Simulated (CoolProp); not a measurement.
A closed Brayton cycle with dry air: compressor inlet 326.15 K and 4.8 MPa, high pressure 16.5 MPa, turbine inlet 910 K, compressor efficiency 0.85, turbine efficiency 0.93, recuperator effectiveness 0.8 (on enthalpy, no pinch check). Each further row changes one setting.

Computed with CoolProp (reference Helmholtz-energy equation of state, Lemmon 2000). It is a pseudo-pure fit of the blend.

| case | thermal efficiency (%) | net work (kJ/kg) | compressor to turbine work | compressor exit (K) | turbine exit (K) |
|---|---|---|---|---|---|
| as stated | [?] | 97.1 | 0.63 | 489.3 | 675.5 |
| turbine inlet 860 K | [?] | 82.4 | [?] | 489.3 | 636.4 |
| compressor inlet 336.15 K | 30.1 | [?] | [?] | 504.0 | 675.5 |
| high pressure 14 MPa | 32.0 | 92.6 | [?] | [?] | 703.1 |
| recuperator effectiveness 0.5 | [?] | 97.1 | 0.63 | 489.3 | 675.5 |

Task: Fill in the missing entries.

Result: 
- as stated, thermal efficiency (%): 31.5
- turbine inlet 860 K, thermal efficiency (%): 28.9
- turbine inlet 860 K, compressor to turbine work: 0.67
- compressor inlet 336.15 K, net work (kJ/kg): 91.8
- compressor inlet 336.15 K, compressor to turbine work: 0.65
- high pressure 14 MPa, compressor to turbine work: 0.60
- high pressure 14 MPa, compressor exit (K): 464.3
- recuperator effectiveness 0.5, thermal efficiency (%): 26.4
